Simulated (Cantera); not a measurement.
What does this Cantera script print?

```python
import numpy as np
import cantera as ct

gas_names = """
    F FO FO2 F2 F2O N NF NF2 NF3 NO NO2 NO3 N2 N2O O O2 O3 Si SiF SiF2 SiF3 SiF4 SiN SiO SiO2 Si2 Si2N
    Si3
""".split()
cond_names = """
    Si(cr) Si(L) SiO2(Lqz) SiO2(hqz) SiO2(L) Si2N2O(s) Si3N4(a)
""".split()


# ... load() reads the species with a 1 bar reference pressure and builds the phases ...
atoms = {
    'SiF4': {'Si': 1, 'F': 4},
    'O3': {'O': 3},
    'N2': {'N': 2},
}
top_T = {'Si2N2O(s)': 2100, 'Si3N4(a)': 2400}  # K; cautious upper limits of use, not melting points


# ... equilibrate(T, P, feed) seeds the gas with the atoms and calls Mixture.equilibrate('TP', solver="vcs", rtol=1e-11, max_steps=5000) ...
results = []
feed = {'SiF4': 1, 'O3': 5.7, 'N2': 20}  # mol
T = 1025  # K
P = 13332.2  # Pa
mix = equilibrate(T, P, feed)
results.append((T, P, feed, dict(zip(mix.species_names, mix.species_moles))))
print(gas.report(threshold=0.0001))
for i in range(1, mix.n_phases):
    print(f"{mix.phase(i).name:16s} {mix.phase_moles(i):12.5e} mol")
```

It prints:

```
       temperature   1025 K
          pressure   13332 Pa
           density   0.049655 kg/m^3
  mean mol. weight   31.741 kg/kmol
   phase of matter   gas

                          1 kg             1 kmol
                     ---------------   ---------------
          enthalpy       -9.5905e+05       -3.0441e+07  J
   internal energy       -1.2276e+06       -3.8963e+07  J
           entropy            8253.1        2.6196e+05  J/K
    Gibbs function       -9.4185e+06       -2.9895e+08  J
 heat capacity c_p            1127.7             35795  J/K
 heat capacity c_v            865.78             27481  J/K

                      mass frac. Y      mole frac. X     chem. pot. / RT
                     ---------------   ---------------   ---------------
                N2           0.59733            0.6768           -27.331
                O2           0.29166           0.28932           -29.889
              SiF4           0.11096          0.033841            -234.4
     [  +25 minor]        4.3323e-05        4.5364e-05

Si(cr)            0.00000e+00 mol
SiO2(hqz)         2.78793e-10 mol
Si2N2O(s)         0.00000e+00 mol
Si3N4(a)          0.00000e+00 mol
```

Cantera equilibrium calculation (NASA polynomials, part measured and part estimated; ideal gas, pure solids and liquids).
